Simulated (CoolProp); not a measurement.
C2F6 (R116) at 368.31 K and 0.454 MPa is throttled through a valve to 0.261 MPa with no heat exchange. Each further row changes one setting.

The numbers come from the reference Helmholtz-energy equation of state, Lemmon 2006 in CoolProp. It is a short technical equation, of lower accuracy than the large ones.

```
case                        temperature change (K)  final density (kg/m³)
--------------------------  ----------------------  ---------------------
as stated                                     -0.9                   11.9
outlet pressure 0.0783 MPa                    -1.8                   3.56
outlet pressure 0.339 MPa                     -0.5                   15.6
```
